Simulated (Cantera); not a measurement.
A Cantera script and its output.

```python
import numpy as np
import cantera as ct

gas = ct.Solution("h2o2.yaml")


def delay(T, t_max=10):
    gas.TPX = T, 48000, {'H2': 1, 'O2': 0.617, 'N2': 2.22, 'H2O': 0.2}
    reactor = ct.IdealGasConstPressureReactor(gas, clone=False)
    net = ct.ReactorNet([reactor])
    net.rtol, net.atol = 1e-8, 1e-16
    while net.time < t_max:
        t_old, T_old = net.time, reactor.T
        net.step()
        if reactor.T > T + 400:  # ignition: a rise of 400 K
            return t_old + (T + 400 - T_old) / (reactor.T - T_old) * (net.time - t_old)
    return np.nan


taus = []
for T in [1073, 1123, 1173, 1223, 1273, 1323, 1373, 1423, 1473, 1523]:
    taus.append(delay(T))
    print(f"T0 = {T:6g} K   tau = {taus[-1]:.4e} s")
```

It prints:

```
T0 =   1073 K   tau = 2.2453e-04 s
T0 =   1123 K   tau = 1.5864e-04 s
T0 =   1173 K   tau = 1.2029e-04 s
T0 =   1223 K   tau = 9.6175e-05 s
T0 =   1273 K   tau = 8.0380e-05 s
T0 =   1323 K   tau = 6.9856e-05 s
T0 =   1373 K   tau = 6.2886e-05 s
T0 =   1423 K   tau = 5.8433e-05 s
T0 =   1473 K   tau = 5.5837e-05 s
T0 =   1523 K   tau = 5.4667e-05 s
```

Cantera simulation using the H2/O2 subset of GRI-Mech 3.0, which has no nitrogen chemistry; the numbers are that mechanism's predictions, not measurements. Where the delays flatten at high temperature, the 400 K rule measures the pace of heat release, not the induction time.
